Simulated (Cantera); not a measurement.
# Thermal oxidation and active oxidation of silicon: Si + O2 + H2

Input: 1 mol Si, 0.03 mol O2, 8.6 mol H2, at 0.345 Torr.

Method: chemical equilibrium by Gibbs-energy minimisation in Cantera with the NASA 1993 tables (ideal gas, pure condensed phases). Candidate condensed phases: H2O, Si, SiO2; 18 gas species. Mutual solubility and eutectic melting of coexisting phases are not modelled. The tables hold silica as quartz up to 1696 K and as liquid above; real silica turns to tridymite and cristobalite and melts near 1996 K. Gases not in the tables: Si2H6 and higher silanes. Rates play no part.

| T (°C) | x H2 | x H | x Si | x SiO | x SiH | n Si(s) | n SiO2(β-quartz) | n Si(l) |
|---|---|---|---|---|---|---|---|---|
| 700 | 1.00 | 5.04e-8 | <1e-12 | 3.55e-7 | <1e-12 | 0.970 | 0.0300 | 0 |
| 800 | 1.000 | 6.53e-7 | 1.50e-11 | 1.93e-5 | 1.20e-11 | 0.970 | 0.0299 | 0 |
| 900 | 0.999 | 5.50e-6 | 1.08e-9 | 0.000526 | 4.13e-10 | 0.968 | 0.0277 | 0 |
| 1000 | 0.993 | 3.31e-5 | 3.92e-8 | 0.00693 | 8.09e-9 | 0.940 | 0 | 0 |
| 1100 | 0.993 | 0.000155 | 8.43e-7 | 0.00693 | 1.02e-7 | 0.940 | 0 | 0 |
| 1200 | 0.992 | 0.000588 | 1.19e-5 | 0.00693 | 9.14e-7 | 0.940 | 0 | 0 |
| 1300 | 0.991 | 0.00189 | 0.000120 | 0.00692 | 6.14e-6 | 0.939 | 0 | 0 |
| 1400 | 0.987 | 0.00527 | 0.000908 | 0.00690 | 3.27e-5 | 0.932 | 0 | 0 |
| 1500 | 0.975 | 0.0131 | 0.00463 | 0.00685 | 0.000121 | 0 | 0 | 0.898 |
| 1600 | 0.944 | 0.0292 | 0.0192 | 0.00669 | 0.000372 | 0 | 0 | 0.761 |
| 1700 | 0.865 | 0.0585 | 0.0686 | 0.00624 | 0.000990 | 0 | 0 | 0.253 |
| 1800 | 0.793 | 0.109 | 0.0906 | 0.00592 | 0.000995 | 0 | 0 | 0 |
| 1900 | 0.716 | 0.190 | 0.0875 | 0.00566 | 0.000741 | 0 | 0 | 0 |
| 2000 | 0.607 | 0.305 | 0.0823 | 0.00530 | 0.000530 | 0 | 0 | 0 |
x: gas mole fraction; n: condensed amount in mol.

From 700 °C to 900 °C the condensed part is Si(s) + SiO2(β-quartz). From 1000 °C to 1400 °C the condensed part is Si(s). From 1500 °C to 1700 °C the condensed part is Si(l). From 1800 °C to 2000 °C nothing is condensed. The main Si-bearing gas is SiO at 700 °C and Si at 2000 °C.
